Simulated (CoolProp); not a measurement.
R227EA at several states: density (kg/m³) from the reference equation and from simpler models built on Tc = 374.9 K, pc = 2.925 MPa, ω = 0.358; each cubic takes its own stable root.

Computed with CoolProp (reference Helmholtz-energy equation of state, Lemmon 2016).

```json
[
 {"T (K)": "354.1", "p (MPa)": "0.172", "phase": "gas", "reference": "10.19", "van der Waals": "?", "Soave-Redlich-Kwong": "10.19", "Peng-Robinson": "?"},
 {"T (K)": "267.2", "p (MPa)": "0.792", "phase": "liquid", "reference": "1511", "van der Waals": "902.9", "Soave-Redlich-Kwong": "1385", "Peng-Robinson": "1568"},
 {"T (K)": "365.1", "p (MPa)": "0.0105", "phase": "gas", "reference": "0.5889", "van der Waals": "0.5888", "Soave-Redlich-Kwong": "0.5889", "Peng-Robinson": "0.5890"},
 {"T (K)": "177.3", "p (MPa)": "0.0767", "phase": "liquid", "reference": "?", "van der Waals": "1062", "Soave-Redlich-Kwong": "1625", "Peng-Robinson": "1826"},
 {"T (K)": "369.1", "p (MPa)": "1.31", "phase": "gas", "reference": "89.20", "van der Waals": "86.33", "Soave-Redlich-Kwong": "88.92", "Peng-Robinson": "90.74"}
]
```

Question: Some entries are withheld; supply them.

Answer: 
- 354.1, van der Waals: 10.14
- 354.1, Peng-Robinson: 10.21
- 177.3, reference: 1792
